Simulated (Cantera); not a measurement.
An adiabatic, constant-pressure homogeneous reactor starts with 7.01 % CH4, 7.01 % CO, 18.1 % O2, 67.9 % N2, at 1350 K and 3750 Torr.

Cantera simulation using GRI-Mech 3.0 (53 species, 325 reactions); the numbers are that mechanism's predictions, not measurements.

Task: Predict: time of steepest temperature rise; temperature at 3.00 s; equilibrium temperature; x(CO) at 3.00 s; x(O2) at 3.00 s.

Result: 
```json
{
  "time_of_steepest_temperature_rise": "2.01 ms",
  "temperature at 3.00 s": "2779 K",
  "equilibrium_temperature": "2779 K",
  "x(CO) at 3.00 s": "0.0422 (gas-phase equilibrium 0.0422)",
  "x(O2) at 3.00 s": "0.0211 (gas-phase equilibrium 0.0211)"
}
```
